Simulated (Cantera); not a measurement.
## Reactions in the system H-O

Source: NASA polynomial tables (part measured, part estimated), evaluated in Cantera. Values are per mole of reaction as written; species without (g) are pure solids or liquids, kept so even where they would boil at 1 bar.

2 OH(g) = H₂O₂(g)

| T (K) | ΔH° (kJ) | ΔS° (J/K) | ΔG° (kJ) | log10 K |
|---|---|---|---|---|
| 300 | -215.0 | -133.1 | -175.1 | 30.49 |
| 1625 | -217.4 | -140.9 | 11.6 | -0.37 |
| 1675 | -217.2 | -140.8 | 18.7 | -0.58 |
| 1725 | -217.0 | -140.7 | 25.7 | -0.78 |
| 1775 | -216.8 | -140.6 | 32.7 | -0.96 |
| 1825 | -216.6 | -140.4 | 39.7 | -1.14 |
| 1875 | -216.3 | -140.3 | 46.8 | -1.30 |
| 1925 | -216.1 | -140.2 | 53.8 | -1.46 |
| 1975 | -215.9 | -140.1 | 60.8 | -1.61 |
| 2025 | -215.7 | -140.0 | 67.8 | -1.75 |
| 2075 | -215.5 | -139.9 | 74.8 | -1.88 |
| 2125 | -215.2 | -139.8 | 81.8 | -2.01 |

2 O(g) = O₂(g)

```
T (K)  ΔH° (kJ)  ΔS° (J/K)  ΔG° (kJ)  log10 K
-----  --------  ---------  --------  -------
300      -498.4     -117.1    -463.3    80.66
1625     -509.0     -132.9    -293.1     9.42
1675     -509.2     -133.0    -286.5     8.93
1725     -509.5     -133.1    -279.8     8.47
1775     -509.7     -133.3    -273.1     8.04
1825     -509.9     -133.4    -266.5     7.63
1875     -510.1     -133.5    -259.8     7.24
1925     -510.3     -133.6    -253.1     6.87
1975     -510.5     -133.7    -246.4     6.52
2025     -510.7     -133.8    -239.8     6.18
2075     -510.9     -133.9    -233.1     5.87
2125     -511.1     -134.0    -226.4     5.56
```

6 H(g) + O₃(g) = 3 H₂O(g)

```
T (K)  ΔH° (kJ)  ΔS° (J/K)  ΔG° (kJ)  log10 K
-----  --------  ---------  --------  -------
300     -2175.4     -361.2   -2067.0   359.89
1625    -2248.9     -461.5   -1499.0    48.18
1675    -2250.9     -462.7   -1475.9    46.03
1725    -2252.8     -463.8   -1452.8    43.99
1775    -2254.8     -464.9   -1429.5    42.07
1825    -2256.7     -466.0   -1406.3    40.25
1875    -2258.6     -467.0   -1382.9    38.53
1925    -2260.6     -468.0   -1359.6    36.89
1975    -2262.5     -469.0   -1336.1    35.34
2025    -2264.4     -470.0   -1312.7    33.86
2075    -2266.3     -470.9   -1289.1    32.45
2125    -2268.2     -471.8   -1265.6    31.11
```

OH(g) + H(g) = H₂O(g)

| T (K) | ΔH° (kJ) | ΔS° (J/K) | ΔG° (kJ) | log10 K |
|---|---|---|---|---|
| 300 | -499.2 | -109.7 | -466.3 | 81.19 |
| 1625 | -513.5 | -130.7 | -301.1 | 9.68 |
| 1675 | -513.8 | -130.9 | -294.6 | 9.19 |
| 1725 | -514.1 | -131.1 | -288.0 | 8.72 |
| 1775 | -514.3 | -131.2 | -281.5 | 8.28 |
| 1825 | -514.6 | -131.3 | -274.9 | 7.87 |
| 1875 | -514.8 | -131.4 | -268.3 | 7.47 |
| 1925 | -515.0 | -131.6 | -261.8 | 7.10 |
| 1975 | -515.2 | -131.7 | -255.2 | 6.75 |
| 2025 | -515.4 | -131.8 | -248.6 | 6.41 |
| 2075 | -515.6 | -131.8 | -242.0 | 6.09 |
| 2125 | -515.7 | -131.9 | -235.4 | 5.79 |
